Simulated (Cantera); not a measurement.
**Low-pressure radical oxidation in H2/O2**

An isothermal, constant-pressure homogeneous reactor starts with H2 : O2 : N2 = 0.046 : 1 : 0.0091 (molar parts), at 1273 K and 0.00424 atm.

Model: GRI-Mech 3.0 (53 species, 325 reactions), integrated in Cantera. Radical loss at walls, strong at low pressure, is not modelled. The temperature is held fixed by assumption; the heat of reaction is taken as removed at once.

```csv
t (s),x H2,x O2,x H2O2,x H,x H2O,x OH
0.000100,0.0436,0.948,<1e-12,3.12e-9,2.70e-10,1.54e-9
0.000316,0.0436,0.948,4.65e-12,8.16e-9,5.78e-9,9.90e-9
0.00100,0.0436,0.948,4.59e-11,5.64e-8,1.46e-7,9.97e-8
0.00316,0.0435,0.948,4.52e-10,1.32e-5,4.69e-5,2.44e-5
0.0100,0.000898,0.912,2.63e-8,0.00616,0.0375,0.00419
0.0316,0.000646,0.912,2.20e-8,0.00541,0.0384,0.00374
0.100,0.000580,0.916,2.20e-8,0.00453,0.0391,0.00355
0.316,0.000419,0.925,2.17e-8,0.00268,0.0407,0.00303
1.00,0.000178,0.938,1.88e-8,0.000709,0.0428,0.00199
```
x: mole fraction; the columns are a selection and need not sum to one.

Equilibrium at this temperature and pressure: H2 3.74e-8, O2 0.947, H2O2 1.26e-10, H 2.12e-9, H2O 0.0446, OH 2.91e-5 (gas phase only).
